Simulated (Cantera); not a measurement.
Charge: 1 mol B₂O₃, 1.9 mol SiCl₄, 3.6 mol O₂, equilibrated at 8.00e-5 bar.

Method: chemical equilibrium by Gibbs-energy minimisation in Cantera with the NASA 1993 tables (ideal gas, pure condensed phases). Candidate condensed phases: B, B₂O₃, Si, SiO₂; 27 gas species. Mutual solubility and eutectic melting of coexisting phases are not modelled. Condensed phases not in the tables: borates and borosilicate glass, alloys, solid solutions and most ternary compounds. Rates play no part. All values below are at 800 °C.

Base state: Cl₂ 0.611, O₂ 0.295, Cl 0.0940, ClO 2.36e-5 (mole fractions); condensed: B₂O₃(l) + SiO₂(β-quartz).

What changes in the equilibrium state with this change: SiCl₄ from 1.9 to 0.83 mol?


| species | before | after |
|---|---|---|
| O₂ | 0.295 | 0.604 |
| Cl₂ | 0.611 | 0.327 |
| Cl | 0.0940 | 0.0688 |
| ClO | 2.36e-5 | 2.47e-5 |
| B₂O₃(l), mol | 1.000 | 1.000 |
| SiO₂(β-quartz), mol | 1.90 | 0.830 |
